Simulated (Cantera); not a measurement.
Input (Python, Cantera) and output of one run.

```python
import numpy as np
import cantera as ct

gas_names = """
    AL ALCL ALCL2 ALCL3 ALH ALN AL2 AL2CL6 CL CL2 H HCL H2 N NH NH2 NH3 N2 N2H2 N2H4
""".split()
cond_names = """
    AL(cr) AL(L) ALCL3(s) ALCL3(L) ALN(s) NH4CL(a) NH4CL(b)
""".split()


# ... load() reads the species with a 1 bar reference pressure and builds the phases ...
atoms = {
    'Al': {'AL': 1},
    'HCl': {'H': 1, 'CL': 1},
    'N2': {'N': 2},
}
top_T = {'ALN(s)': 2750}  # K; cautious upper limits of use, not melting points


# ... equilibrate(T, P, feed) seeds the gas with the atoms and calls Mixture.equilibrate('TP', solver="vcs", rtol=1e-11, max_steps=5000) ...
results = []
P = 2700  # Pa
for T in [1298, 1398, 1498, 1598, 1698, 1798, 1898, 1998, 2098, 2198]:
    for m in [1, 1.2, 1.5, 1.8, 2.1, 2.5, 3.1, 3.7, 4.4, 5.4, 6.5, 7.8, 9.4]:
        feed = {'Al': 1, 'HCl': m, 'N2': 27}  # mol
        mix = equilibrate(T, P, feed)
        results.append((T, P, feed, dict(zip(mix.species_names, mix.species_moles))))

for T, P, feed, n in results:
    print(f"{T:7g} {feed['HCl']:10.4g}  " + (" + ".join(c for c in cond_names if n.get(c, 0) > 1e-12) or "gas only"))
```

Output:

```
   1298          1  ALN(s)
   1298        1.2  ALN(s)
   1298        1.5  ALN(s)
   1298        1.8  ALN(s)
   1298        2.1  ALN(s)
   1298        2.5  ALN(s)
   1298        3.1  ALN(s)
   1298        3.7  ALN(s)
   1298        4.4  gas only
   1298        5.4  gas only
   1298        6.5  gas only
   1298        7.8  gas only
   1298        9.4  gas only
   1398          1  ALN(s)
   1398        1.2  ALN(s)
   1398        1.5  ALN(s)
   1398        1.8  ALN(s)
   1398        2.1  ALN(s)
   1398        2.5  ALN(s)
   1398        3.1  ALN(s)
   1398        3.7  ALN(s)
   1398        4.4  gas only
   1398        5.4  gas only
   1398        6.5  gas only
   1398        7.8  gas only
   1398        9.4  gas only
   1498          1  ALN(s)
   1498        1.2  ALN(s)
   1498        1.5  ALN(s)
   1498        1.8  ALN(s)
   1498        2.1  ALN(s)
   1498        2.5  ALN(s)
   1498        3.1  ALN(s)
   1498        3.7  gas only
   1498        4.4  gas only
   1498        5.4  gas only
   1498        6.5  gas only
   1498        7.8  gas only
   1498        9.4  gas only
   1598          1  ALN(s)
   1598        1.2  ALN(s)
   1598        1.5  ALN(s)
   1598        1.8  ALN(s)
   1598        2.1  ALN(s)
   1598        2.5  ALN(s)
   1598        3.1  gas only
   1598        3.7  gas only
   1598        4.4  gas only
   1598        5.4  gas only
   1598        6.5  gas only
   1598        7.8  gas only
   1598        9.4  gas only
   1698          1  ALN(s)
   1698        1.2  ALN(s)
   1698        1.5  gas only
   1698        1.8  gas only
   1698        2.1  gas only
   1698        2.5  gas only
   1698        3.1  gas only
   1698        3.7  gas only
   1698        4.4  gas only
   1698        5.4  gas only
   1698        6.5  gas only
   1698        7.8  gas only
   1698        9.4  gas only
   1798          1  ALN(s)
   1798        1.2  gas only
   1798        1.5  gas only
   1798        1.8  gas only
   1798        2.1  gas only
   1798        2.5  gas only
   1798        3.1  gas only
   1798        3.7  gas only
   1798        4.4  gas only
   1798        5.4  gas only
   1798        6.5  gas only
   1798        7.8  gas only
   1798        9.4  gas only
   1898          1  ALN(s)
   1898        1.2  gas only
   1898        1.5  gas only
   1898        1.8  gas only
   1898        2.1  gas only
   1898        2.5  gas only
   1898        3.1  gas only
   1898        3.7  gas only
   1898        4.4  gas only
   1898        5.4  gas only
   1898        6.5  gas only
   1898        7.8  gas only
   1898        9.4  gas only
   1998          1  gas only
   1998        1.2  gas only
   1998        1.5  gas only
   1998        1.8  gas only
   1998        2.1  gas only
   1998        2.5  gas only
   1998        3.1  gas only
   1998        3.7  gas only
   1998        4.4  gas only
   1998        5.4  gas only
   1998        6.5  gas only
   1998        7.8  gas only
   1998        9.4  gas only
   2098          1  gas only
   2098        1.2  gas only
   2098        1.5  gas only
   2098        1.8  gas only
   2098        2.1  gas only
   2098        2.5  gas only
   2098        3.1  gas only
   2098        3.7  gas only
   2098        4.4  gas only
   2098        5.4  gas only
   2098        6.5  gas only
   2098        7.8  gas only
   2098        9.4  gas only
   2198          1  gas only
   2198        1.2  gas only
   2198        1.5  gas only
   2198        1.8  gas only
   2198        2.1  gas only
   2198        2.5  gas only
   2198        3.1  gas only
   2198        3.7  gas only
   2198        4.4  gas only
   2198        5.4  gas only
   2198        6.5  gas only
   2198        7.8  gas only
   2198        9.4  gas only
```

Cantera equilibrium calculation (NASA polynomials, part measured and part estimated; ideal gas, pure solids and liquids). The tables' values for AlCl2 are old estimates.
